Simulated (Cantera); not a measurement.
Cantera run:

```python
import numpy as np
import cantera as ct

gas_names = """
    H HO2 H2 H2O H2O2 O OH O2 O3 V VO VO2
""".split()
cond_names = """
    H2O(s) H2O(L) V(cr) V(L) VO(s) VO(L) V2O3(s) V2O3(L) V2O4(I) V2O4(II) V2O4(L) V2O5(s) V2O5(L)
""".split()


# ... load() reads the species with a 1 bar reference pressure and builds the phases ...
atoms = {
    'V2O3': {'V': 2, 'O': 3},
    'H2': {'H': 2},
    'H2O': {'H': 2, 'O': 1},
}
top_T = {}  # K; cautious upper limits of use, not melting points


# ... equilibrate(T, P, feed) seeds the gas with the atoms and calls Mixture.equilibrate('TP', solver="vcs", rtol=1e-11, max_steps=5000) ...
results = []
P = 133.322  # Pa
for T in [1248, 1298, 1348, 1398, 1448, 1498, 1548, 1598, 1648, 1698, 1748, 1798, 1848, 1898]:
    for m in [0.044, 0.06, 0.081, 0.11, 0.15, 0.2, 0.28, 0.37, 0.51, 0.69, 0.94, 1.3]:
        feed = {'V2O3': 1, 'H2': 8, 'H2O': m}  # mol
        mix = equilibrate(T, P, feed)
        results.append((T, P, feed, dict(zip(mix.species_names, mix.species_moles))))

for T, P, feed, n in results:
    print(f"{T:7g} {feed['H2O']:10.4g}  " + (" + ".join(c for c in cond_names if n.get(c, 0) > 1e-12) or "gas only"))
```

Result:

```
   1248      0.044  V2O3(s)
   1248       0.06  V2O3(s)
   1248      0.081  V2O3(s)
   1248       0.11  V2O3(s)
   1248       0.15  V2O3(s)
   1248        0.2  V2O3(s)
   1248       0.28  V2O3(s)
   1248       0.37  V2O3(s)
   1248       0.51  V2O3(s)
   1248       0.69  V2O3(s)
   1248       0.94  V2O3(s)
   1248        1.3  V2O3(s)
   1298      0.044  V2O3(s)
   1298       0.06  V2O3(s)
   1298      0.081  V2O3(s)
   1298       0.11  V2O3(s)
   1298       0.15  V2O3(s)
   1298        0.2  V2O3(s)
   1298       0.28  V2O3(s)
   1298       0.37  V2O3(s)
   1298       0.51  V2O3(s)
   1298       0.69  V2O3(s)
   1298       0.94  V2O3(s)
   1298        1.3  V2O3(s)
   1348      0.044  V2O3(s)
   1348       0.06  V2O3(s)
   1348      0.081  V2O3(s)
   1348       0.11  V2O3(s)
   1348       0.15  V2O3(s)
   1348        0.2  V2O3(s)
   1348       0.28  V2O3(s)
   1348       0.37  V2O3(s)
   1348       0.51  V2O3(s)
   1348       0.69  V2O3(s)
   1348       0.94  V2O3(s)
   1348        1.3  V2O3(s)
   1398      0.044  V2O3(s)
   1398       0.06  V2O3(s)
   1398      0.081  V2O3(s)
   1398       0.11  V2O3(s)
   1398       0.15  V2O3(s)
   1398        0.2  V2O3(s)
   1398       0.28  V2O3(s)
   1398       0.37  V2O3(s)
   1398       0.51  V2O3(s)
   1398       0.69  V2O3(s)
   1398       0.94  V2O3(s)
   1398        1.3  V2O3(s)
   1448      0.044  V2O3(s)
   1448       0.06  V2O3(s)
   1448      0.081  V2O3(s)
   1448       0.11  V2O3(s)
   1448       0.15  V2O3(s)
   1448        0.2  V2O3(s)
   1448       0.28  V2O3(s)
   1448       0.37  V2O3(s)
   1448       0.51  V2O3(s)
   1448       0.69  V2O3(s)
   1448       0.94  V2O3(s)
   1448        1.3  V2O3(s)
   1498      0.044  V2O3(s)
   1498       0.06  V2O3(s)
   1498      0.081  V2O3(s)
   1498       0.11  V2O3(s)
   1498       0.15  V2O3(s)
   1498        0.2  V2O3(s)
   1498       0.28  V2O3(s)
   1498       0.37  V2O3(s)
   1498       0.51  V2O3(s)
   1498       0.69  V2O3(s)
   1498       0.94  V2O3(s)
   1498        1.3  V2O3(s)
   1548      0.044  V2O3(s)
   1548       0.06  V2O3(s)
   1548      0.081  V2O3(s)
   1548       0.11  V2O3(s)
   1548       0.15  V2O3(s)
   1548        0.2  V2O3(s)
   1548       0.28  V2O3(s)
   1548       0.37  V2O3(s)
   1548       0.51  V2O3(s)
   1548       0.69  V2O3(s)
   1548       0.94  V2O3(s)
   1548        1.3  V2O3(s)
   1598      0.044  VO(s) + V2O3(s)
   1598       0.06  V2O3(s)
   1598      0.081  V2O3(s)
   1598       0.11  V2O3(s)
   1598       0.15  V2O3(s)
   1598        0.2  V2O3(s)
   1598       0.28  V2O3(s)
   1598       0.37  V2O3(s)
   1598       0.51  V2O3(s)
   1598       0.69  V2O3(s)
   1598       0.94  V2O3(s)
   1598        1.3  V2O3(s)
   1648      0.044  VO(s) + V2O3(s)
   1648       0.06  VO(s) + V2O3(s)
   1648      0.081  V2O3(s)
   1648       0.11  V2O3(s)
   1648       0.15  V2O3(s)
   1648        0.2  V2O3(s)
   1648       0.28  V2O3(s)
   1648       0.37  V2O3(s)
   1648       0.51  V2O3(s)
   1648       0.69  V2O3(s)
   1648       0.94  V2O3(s)
   1648        1.3  V2O3(s)
   1698      0.044  VO(s) + V2O3(s)
   1698       0.06  VO(s) + V2O3(s)
   1698      0.081  V2O3(s)
   1698       0.11  V2O3(s)
   1698       0.15  V2O3(s)
   1698        0.2  V2O3(s)
   1698       0.28  V2O3(s)
   1698       0.37  V2O3(s)
   1698       0.51  V2O3(s)
   1698       0.69  V2O3(s)
   1698       0.94  V2O3(s)
   1698        1.3  V2O3(s)
   1748      0.044  VO(s) + V2O3(s)
   1748       0.06  VO(s) + V2O3(s)
   1748      0.081  VO(s) + V2O3(s)
   1748       0.11  V2O3(s)
   1748       0.15  V2O3(s)
   1748        0.2  V2O3(s)
   1748       0.28  V2O3(s)
   1748       0.37  V2O3(s)
   1748       0.51  V2O3(s)
   1748       0.69  V2O3(s)
   1748       0.94  V2O3(s)
   1748        1.3  V2O3(s)
   1798      0.044  VO(s) + V2O3(s)
   1798       0.06  VO(s) + V2O3(s)
   1798      0.081  VO(s) + V2O3(s)
   1798       0.11  VO(s) + V2O3(s)
   1798       0.15  V2O3(s)
   1798        0.2  V2O3(s)
   1798       0.28  V2O3(s)
   1798       0.37  V2O3(s)
   1798       0.51  V2O3(s)
   1798       0.69  V2O3(s)
   1798       0.94  V2O3(s)
   1798        1.3  V2O3(s)
   1848      0.044  VO(s) + V2O3(s)
   1848       0.06  VO(s) + V2O3(s)
   1848      0.081  VO(s) + V2O3(s)
   1848       0.11  VO(s) + V2O3(s)
   1848       0.15  V2O3(s)
   1848        0.2  V2O3(s)
   1848       0.28  V2O3(s)
   1848       0.37  V2O3(s)
   1848       0.51  V2O3(s)
   1848       0.69  V2O3(s)
   1848       0.94  V2O3(s)
   1848        1.3  V2O3(s)
   1898      0.044  VO(s) + V2O3(s)
   1898       0.06  VO(s) + V2O3(s)
   1898      0.081  VO(s) + V2O3(s)
   1898       0.11  VO(s) + V2O3(s)
   1898       0.15  VO(s) + V2O3(s)
   1898        0.2  V2O3(s)
   1898       0.28  V2O3(s)
   1898       0.37  V2O3(s)
   1898       0.51  V2O3(s)
   1898       0.69  V2O3(s)
   1898       0.94  V2O3(s)
   1898        1.3  V2O3(s)
```

Equilibrium computed with Cantera from the NASA thermochemical tables; the gas is ideal and each condensed phase is pure. Mutual solubility and eutectic melting of coexisting phases are not modelled. VO: taken at fixed stoichiometry. Condensed phases not in the tables: the oxides between V2O3 and V2O5 other than VO2.
